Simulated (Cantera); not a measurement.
Feed: 1 mol NaCl, 2.6 mol H2O, 1.2 mol N2, held at 1.33 mbar.

These are equilibrium values from Cantera (NASA tables, ideal gas, pure condensed phases), not measurements of a reactor. Candidate condensed phases: H2O, NH4Cl, Na, NaCl, NaOH, NaO2, Na2O, Na2O2; 38 gas species. Equilibrium is a limit: real reactors are often held back by kinetics, nucleation or transport. All values below are at 1148 K.

Base state: H2O 0.549, N2 0.253, NaCl 0.184, Na2Cl2 0.0134, HCl 0.000341, NaOH 0.000325, H2 1.77e-5, Na 1.57e-5 (mole fractions); condensed: gas only.

Task: What changes in the equilibrium state with this change: N2 from 1.2 to 34 mol?

Result: 
```tsv
species	before	after
N2	0.253	0.904
H2O	0.549	0.0691
NaCl	0.184	0.0260
Na2Cl2	0.0134	0.000269
NaOH	0.000325	4.08e-5
HCl	0.000341	4.83e-5
H2	1.77e-5	4.12e-6
O2	1.21e-5	3.55e-6
```

Task: What changes in the equilibrium state with this change: H2O from 2.6 to 0.94 mol?

Result: 
```json
[
 {"species": "N2", "before": "0.253", "after": "0.393"},
 {"species": "H2O", "before": "0.549", "after": "0.308"},
 {"species": "NaCl", "before": "0.184", "after": "0.270"},
 {"species": "Na2Cl2", "before": "0.0134", "after": "0.0289"},
 {"species": "H2", "before": "1.77e-5", "after": "1.10e-5"},
 {"species": "Na", "before": "1.57e-5", "after": "1.98e-5"},
 {"species": "O2", "before": "1.21e-5", "after": "9.84e-6"},
 {"species": "NaOH", "before": "0.000325", "after": "0.000292"}
]
```
